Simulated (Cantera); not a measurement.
Cantera run:

```python
import numpy as np
import cantera as ct

gas_names = """
    C CH CH2 CH3 CH2OH CH3O CH4 CH3OH CN CO CO2 COOH C2 C2H CHCO,ketyl C2H2,acetylene C2H2,vinylidene
    CH2CO,ketene C2H3,vinyl CH3CN CH3CO,acetyl C2H4 C2H4O,ethylen CH3CHO,ethanal CH3COOH (HCOOH)2 C2H5
    C2H6 CH3OCH3 C2H5OH CCN CNC C2N2 C2O C3 C3H3,propargyl C3H4,allene C3H4,propyne C3H4,cyclo-
    C3H5,allyl C3H6,propylene C3H6,cyclo- C3H6O C3H7,n-propyl C3H7,i-propyl C3H8 C3H8O,1propanol
    C3H8O,2propanol C3O2 C4 C4H2 C4H4,1,3-cyclo- C4H6,butadiene C4H6,2-butyne C4H6,cyclo- C4H8,1-butene
    C4H8,cis2-buten C4H8,tr2-butene C4H8,isobutene C4H8,cyclo- (CH3COOH)2 C4H9,n-butyl C4H9,i-butyl
    C4H9,s-butyl C4H9,t-butyl C4H10,isobutane C4H10,n-butane C4N2 C5 C5H6,1,3cyclo- C5H8,cyclo-
    C5H10,1-pentene C5H10,cyclo- C5H11,pentyl C5H11,t-pentyl C5H12,n-pentane C5H12,i-pentane
    CH3C(CH3)2CH3 C6H2 C6H5,phenyl C6H5O,phenoxy C6H6 C6H5OH,phenol C6H10,cyclo- C6H12,1-hexene
    C6H12,cyclo- C6H13,n-hexyl C7H7,benzyl C7H8 C7H8O,cresol C7H14,1-heptene C7H15,n-heptyl
    C7H16,n-heptane C8H8,styrene C8H10,ethylbenz C8H16,1-octene C8H17,n-octyl C8H18,isooctane
    C8H18,n-octane C9H19,n-nonyl C10H8,naphthale C10H21,n-decyl C12H9,o-bipheny C12H10,bipheny Fe FeC5O5
    FeO Fe(OH)2 H HCN HCO HCCN HNC HNCO HNO HNO2 HNO3 HO2 H2 HCHO,formaldehy HCOOH H2O H2O2 N NCO NH NH2
    NH3 NH2OH NO NO2 NO3 N2 N2H2 N2H4 N2O O OH O2 O3
""".split()
cond_names = """
    C(gr) C6H6(L) C7H8(L) C8H18(L),n-octa Fe(a) Fe(c) Fe(d) Fe(L) FeC5O5(L) FeO(s) FeO(L) Fe(OH)2(s)
    Fe(OH)3(s) Fe2O3(s) Fe3O4(s) H2O(s) H2O(L)
""".split()


def load(file, names, dense=False):
    # The tables refer to 1 bar. Condensed volumes are neglected.
    table = {s.name: s for s in ct.Species.list_from_file(file)}
    out = []
    for n in names:
        d = dict(table[n].input_data)
        d["thermo"] = dict(d["thermo"], **{"reference-pressure": 1e5})
        if dense:
            d["equation-of-state"] = {"model": "constant-volume", "density": "1e6 g/cm^3"}
        out.append(ct.Species.from_dict(d))
    return out


gas = ct.Solution(thermo="ideal-gas", species=load("nasa_gas.yaml", gas_names))
cond = {s.name: ct.Solution(thermo="fixed-stoichiometry", species=[s], name=s.name)
        for s in load("nasa_condensed.yaml", cond_names, dense=True)}
atoms = {
    'Fe2O3': {'Fe': 2, 'O': 3},
    'CH4': {'C': 1, 'H': 4},
    'N2': {'N': 2},
}
top_T = {'C(gr)': 4500, 'Fe2O3(s)': 1830, 'Fe3O4(s)': 1870}  # K; cautious upper limits of use, not melting points


def equilibrate(T, P, feed):
    n = {}
    for name, mol in feed.items():
        for a, k in atoms[name].items():
            n[a] = n.get(a, 0.0) + k * mol
    gas.TPX = T, P, n
    mass = sum(n.values()) * gas.mean_molecular_weight
    gas.equilibrate("TP")
    valid = [c for c in cond.values() if c.min_temp <= T <= top_T.get(c.name, c.max_temp)]
    mix = ct.Mixture([(gas, mass / gas.mean_molecular_weight)] + [(c, 0.0) for c in valid])
    mix.T, mix.P = T, P
    mix.equilibrate("TP", solver="vcs", rtol=1e-11, max_steps=5000)
    return mix


results = []
feed = {'Fe2O3': 1, 'CH4': 0.51, 'N2': 0.46}  # mol
P = 110000  # Pa
for T in [1775, 1850, 1925, 2000, 2075, 2150, 2225, 2300, 2375, 2450, 2525, 2600]:
    mix = equilibrate(T, P, feed)
    results.append((T, P, feed, dict(zip(mix.species_names, mix.species_moles))))

top = {s: max(r[3][s] / sum(r[3][g] for g in gas_names) for r in results) for s in gas_names}
cols = sorted((s for s in top if top[s] > 0.0001), key=lambda s: -top[s])[:6]
seen = [c for c in cond_names if any(r[3].get(c, 0) > 1e-12 for r in results)]
print("log10 of partial pressures in bar; condensed amounts in mol")
print(f"{'T/K':>10s}" + "".join(f"{s[:9]:>10s}" for s in cols + seen))
for T, P, feed, n in results:
    ng = sum(n[g] for g in gas_names)
    print(f"{T:10.4g}" + "".join(f"{np.log10(max(n[s] / ng * P / 1e5, 1e-99)):10.3f}" for s in cols)
          + "".join(f"{n.get(c, 0):10.4g}" for c in seen))
```

It prints:

```
log10 of partial pressures in bar; condensed amounts in mol
       T/K        H2        N2       H2O        CO       CO2        Fe    FeO(L)
      1775    -0.473    -0.595    -0.643    -0.622    -1.363    -4.860         2
      1850    -0.476    -0.595    -0.639    -0.619    -1.385    -4.409         2
      1925    -0.479    -0.595    -0.636    -0.615    -1.406    -3.996         2
      2000    -0.482    -0.595    -0.632    -0.612    -1.424    -3.616     1.999
      2075    -0.485    -0.595    -0.630    -0.610    -1.441    -3.266     1.999
      2150    -0.488    -0.596    -0.627    -0.609    -1.456    -2.942     1.998
      2225    -0.492    -0.596    -0.624    -0.608    -1.469    -2.643     1.995
      2300    -0.498    -0.598    -0.621    -0.608    -1.479    -2.368     1.991
      2375    -0.507    -0.600    -0.618    -0.609    -1.486    -2.116     1.985
      2450    -0.519    -0.603    -0.613    -0.612    -1.488    -1.886     1.974
      2525    -0.537    -0.607    -0.606    -0.618    -1.484    -1.679     1.958
      2600    -0.561    -0.614    -0.598    -0.626    -1.474    -1.494     1.935
```

Cantera equilibrium calculation (NASA polynomials, part measured and part estimated; ideal gas, pure solids and liquids). The tables' stoichiometric FeO is somewhat more stable than real wüstite, so its field is too wide. FeO: taken at fixed stoichiometry.
